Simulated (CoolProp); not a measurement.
Vapour-liquid equilibrium of n-heptane (1) + p-xylene (2) at 300.8 K; x and y are mole fractions of (1).

The numbers come from the multi-fluid Helmholtz-energy mixture model, Span 2003 and Zhou 2012; pair parameters Bell 2016 in CoolProp.

### Question
Give the bubble pressure and the first vapour's composition at x = 0.05, 0.2, 0.8. Is there an azeotrope?

### Answer
x = 0.05: 0.001784 MPa, y = 0.270; x = 0.2: 0.002851 MPa, y = 0.609; x = 0.8: 0.005961 MPa, y = 0.942. No azeotrope shows between x = 0.05 and 0.95.

The pair parameters rest on a limited set of measurements; away from them the model extrapolates.
